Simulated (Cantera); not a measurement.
**Thermodynamics of oxide etching and cleaning by halides, feed SiO2 + HF + N2**

A closed system holds: 1 mol SiO2, 1 mol HF, 3.3 mol N2, equilibrated at 0.0128 Torr.

Equilibrium computed with Cantera from the NASA thermochemical tables; the gas is ideal and each condensed phase is pure. Candidate condensed phases: H2O, Si, SiO2, Si2N2O, Si3N4; 58 gas species. The tables' values for SiO2, SiF3 are old estimates; treat these amounts as uncertain. The tables hold silica as quartz up to 1696 K and as liquid above; real silica turns to tridymite and cristobalite and melts near 1996 K. Kinetics and transport are ignored.

From 1148 K to 1648 K the condensed part is SiO2(β-quartz). From 1698 K to 1748 K the condensed part is SiO2(condensed). The main Si-bearing gas is SiF4 at 1148 K and SiO at 1748 K.

| T (K) | log p N2 | log p HF | log p SiO | log p H2O | log p O2 | n SiO2(β-quartz) | n SiO2(condensed) |
|---|---|---|---|---|---|---|---|
| 1148 | -4.88 | -5.42 | <-16 | -7.15 | -10.60 | 0.991 | 0 |
| 1198 | -4.88 | -5.42 | -16.30 | -7.21 | -10.33 | 0.992 | 0 |
| 1248 | -4.88 | -5.41 | -15.03 | -7.27 | -10.08 | 0.993 | 0 |
| 1298 | -4.88 | -5.41 | -13.86 | -7.33 | -9.86 | 0.994 | 0 |
| 1348 | -4.88 | -5.41 | -12.78 | -7.39 | -9.64 | 0.995 | 0 |
| 1398 | -4.88 | -5.41 | -11.78 | -7.44 | -9.44 | 0.995 | 0 |
| 1448 | -4.88 | -5.41 | -10.85 | -7.49 | -9.25 | 0.996 | 0 |
| 1498 | -4.88 | -5.41 | -9.99 | -7.53 | -9.07 | 0.996 | 0 |
| 1548 | -4.88 | -5.41 | -9.21 | -7.58 | -8.85 | 0.996 | 0 |
| 1598 | -4.88 | -5.41 | -8.52 | -7.63 | -8.57 | 0.996 | 0 |
| 1648 | -4.88 | -5.41 | -7.92 | -7.67 | -8.19 | 0.993 | 0 |
| 1698 | -4.89 | -5.41 | -7.41 | -7.72 | -7.75 | 0 | 0.986 |
| 1748 | -4.89 | -5.41 | -6.94 | -7.77 | -7.31 | 0 | 0.967 |
log p: log10 of the partial pressure in bar; n: condensed amount in mol.
